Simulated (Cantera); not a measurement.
An isothermal, constant-pressure homogeneous reactor starts with CH4 : H2 : N2 = 0.034 : 1 : 0.005 (molar parts), at 2200 K and 1200 Pa. Integrator tolerance rtol = 1e-08.

Computed with Cantera and GRI-Mech 3.0 (53 species, 325 reactions). GRI-Mech 3.0 stops at C3 and has no aromatics, soot or wall deposition, so with more carbon than oxygen in the feed, carbon stays in small species such as C2H2 where larger ones or solid carbon would form. Radical loss at walls, strong at low pressure, is not modelled.

Q: What does this change do: N2 0.005 to 0.0022 parts?

A: 
```csv
quantity,before,after
x(CH4) at 2.00 s,7.07e-6 (gas-phase equilibrium 6.42e-6),7.17e-6 (gas-phase equilibrium 6.66e-6)
x(H2) at 2.00 s,0.931 (gas-phase equilibrium 0.930),0.934 (gas-phase equilibrium 0.932)
x(C2H) at 2.00 s,2.80e-5 (gas-phase equilibrium 2.47e-5),2.80e-5 (gas-phase equilibrium 2.63e-5)
x(HCN) at 2.00 s,5.58e-6 (gas-phase equilibrium 0.00425),2.48e-6 (gas-phase equilibrium 0.00247)
x(H) at 2.00 s,0.0489 (gas-phase equilibrium 0.0500),0.0490 (gas-phase equilibrium 0.0500)
```
